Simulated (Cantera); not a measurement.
Input: 1 mol BCl3, 3.4 mol O2, 2.3 mol N2, equilibrated at 1500 K and 10.0 mbar.

Method: chemical equilibrium by Gibbs-energy minimisation in Cantera with the NASA 1993 tables (ideal gas, pure condensed phases). The tables' values for BOCl are old estimates; treat these amounts as uncertain. The numbers say what is thermodynamically allowed, not how fast it happens.

| species | before | after |
|---|---|---|
| O2 | 0.369 | 0.378 |
| N2 | 0.320 | 0.328 |
| Cl | 0.195 | 0.153 |
| Cl2 | 0.111 | 0.138 |
| B2O3 | 0.00217 | 0.000751 |
| BO2 | 0.000270 | 0.000110 |
| BOCl | 0.00136 | 0.000666 |
| O | 2.46e-5 | 1.24e-5 |
| NO | 0.00103 | 0.000823 |
| ClO | 0.000291 | 0.000247 |
| B2O3(l), mol | 0.479 | 0.492 |
Gas species are given as mole fractions.

Q: Name the change that produced these shifts.
A) temperature from 1500 K to 1523.15 K
B) pressure from 10.0 mbar to 1.00 bar
C) temperature from 1500 K to 1450 K
D) temperature from 1500 K to 2325 K

A: C, temperature from 1500 K to 1450 K
